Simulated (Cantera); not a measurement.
Mixture: C3H8 : O2 : N2 = 1 : 5.68 : 21.4 (molar parts), equivalence ratio 0.88, at 2.90 bar, adiabatic and at constant volume. Ignition delay is the time to a rise of 400 K.

Cantera simulation using GRI-Mech 3.0 (53 species, 325 reactions); the numbers are that mechanism's predictions, not measurements. GRI-Mech 3.0 was tuned for natural gas; its chemistry of propane as a main component is partial and can be far from experiment.

What does this change do: pressure from 2.90 bar to 7.40 bar?


```csv
quantity,before,after
delay at 1250 K,1.31 ms,0.780 ms
delay at 1400 K,0.119 ms,72.8 µs
delay at 1550 K,22.7 µs,13.0 µs
delay at 1700 K,7.64 µs,4.01 µs
delay at 1850 K,3.71 µs,1.82 µs
apparent activation energy between 1700 and 1850 K,130 kJ/mol,140 kJ/mol
```

What does this change do: C3H8 1 to 0.41 parts?


```csv
quantity,before,after
delay at 1250 K,1.31 ms,1.16 ms
delay at 1400 K,0.119 ms,0.111 ms
delay at 1550 K,22.7 µs,22.8 µs
delay at 1700 K,7.64 µs,8.35 µs
delay at 1850 K,3.71 µs,4.42 µs
apparent activation energy between 1700 and 1850 K,130 kJ/mol,110 kJ/mol
```

What does this change do: C3H8 1 to 2.7 parts?


| quantity | before | after |
|---|---|---|
| delay at 1250 K | 1.31 ms | 1.34 ms |
| delay at 1400 K | 0.119 ms | 0.126 ms |
| delay at 1550 K | 22.7 µs | 24.8 µs |
| delay at 1700 K | 7.64 µs | 8.46 µs |
| delay at 1850 K | 3.71 µs | 4.13 µs |
| apparent activation energy between 1700 and 1850 K | 130 kJ/mol | 120 kJ/mol |
